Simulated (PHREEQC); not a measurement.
A solution holds 2.1 mol/kgw Na2CO3 and 1.2 mol/kgw KBr, at 25 °C. Closed to the air; pH follows from the charge balance.

Equilibrium calculation in PHREEQC: Pitzer model, pitzer.dat.

Q: The ionic strength comes out as 7.49 mol/kgw. What activity coefficients do OH-, CO3-2, K+, HCO3-, Na+ get?

A: OH- 0.94, CO3-2 0.034, K+ 0.67, HCO3- 0.23, Na+ 0.53. Single-ion values are on the MacInnes scale.

Precipitation was switched off in this run. In brines, pH and single-ion activities rest on the MacInnes convention.
